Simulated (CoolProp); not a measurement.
Carbon dioxide along the isobar 910 kPa: Z from the reference equation and from simpler models built on Tc = 31.0 °C, pc = 7377 kPa, ω = 0.224; each cubic takes its own stable root.

The numbers come from the reference Helmholtz-energy equation of state, Span 1996 in CoolProp.

| T (°C) | phase | reference |
|---|---|---|
| -50.05 | liquid | 0.01869 |
| -35.75 | gas | 0.8943 |
| -21.35 | gas | 0.9152 |
| -7.05 | gas | 0.9305 |
| 7.25 | gas | 0.9422 |
| 21.65 | gas | 0.9515 |
| 35.95 | gas | 0.9588 |
| 50.35 | gas | 0.9648 |
| 64.65 | gas | 0.9697 |
| 78.95 | gas | 0.9738 |
| 93.35 | gas | 0.9773 |

How far does each simpler model (van der Waals, Redlich-Kwong, Soave-Redlich-Kwong, Peng-Robinson) lie from the reference over these 11 states: mean and median of the absolute difference, and the worst?


- van der Waals: mean 438.5 %, median 0.8 %, worst +4812.3 % at -50.05 °C and 910 kPa
- Redlich-Kwong: mean 424.3 %, median 0.2 %, worst +4663.0 % at -50.05 °C and 910 kPa
- Soave-Redlich-Kwong: mean 1.0 %, median 0.1 %, worst +8.7 % at -50.05 °C and 910 kPa
- Peng-Robinson: mean 0.7 %, median 0.4 %, worst -4.1 % at -50.05 °C and 910 kPa

At some of these states van der Waals, Redlich-Kwong gives the other phase, because its saturation line lies elsewhere.
